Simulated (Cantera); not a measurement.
**TiC + H2 (sublimation and decomposition of ceramics)**

Charge: 1 mol TiC, 0.056 mol H2.

Equilibrium computed with Cantera from the NASA thermochemical tables; the gas is ideal and each condensed phase is pure. Candidate condensed phases: C, C6H6, C7H8, C8H18, Ti, TiC; 77 gas species. TiC: taken at fixed stoichiometry. Kinetics and transport are ignored.

Question: Map the stable condensed phases over T = 2625, 2650, 2675, 2700, 2725, 2750, 2775, 2800, 2825, 2850, 2875, 2900, 2925, 2950 K and P in Pa = 1, 5.6, 32, 180, 1000, 5600, 32000, 180000, 1000000.

Answer: 
```
T in K \ P in Pa
               1     5.6      32     180    1000    5600   32000  180000 1000000
   2950        A       A       A       B       B       B       B       B       B
   2925        A       A       B       B       B       B       B       B       B
   2900        A       A       B       B       B       B       B       B       B
   2875        A       A       B       B       B       B       B       B       B
   2850        A       A       B       B       B       B       B       B       B
   2825        A       A       B       B       B       B       B       B       B
   2800        A       A       B       B       B       B       B       B       B
   2775        A       A       B       B       B       B       B       B       B
   2750        A       B       B       B       B       B       B       B       B
   2725        A       B       B       B       B       B       B       B       B
   2700        A       B       B       B       B       B       B       B       B
   2675        A       B       B       B       B       B       B       B       B
   2650        A       B       B       B       B       B       B       B       B
   2625        A       B       B       B       B       B       B       B       B
```
A: gas only; B: TiC.
